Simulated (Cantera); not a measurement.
Mixture: 12.2 % CH₄, 16.2 % O₂, 71.6 % N₂, equivalence ratio 1.5, at 100000 Pa, adiabatic and at constant pressure. Ignition delay is the time to a rise of 400 K.

Model: GRI-Mech 3.0 (53 species, 325 reactions), integrated in Cantera.

Question: Predict: delay at 1275 K; delay at 1425 K; delay at 1575 K; delay at 1725 K; delay at 1875 K; apparent activation energy between 1725 and 1875 K.

Answer: 
| Item | Result |
|---|---|
| delay at 1275 K | 23.6 ms |
| delay at 1425 K | 3.65 ms |
| delay at 1575 K | 0.754 ms |
| delay at 1725 K | 0.217 ms |
| delay at 1875 K | 82.1 µs |
| apparent activation energy between 1725 and 1875 K | 170 kJ/mol |
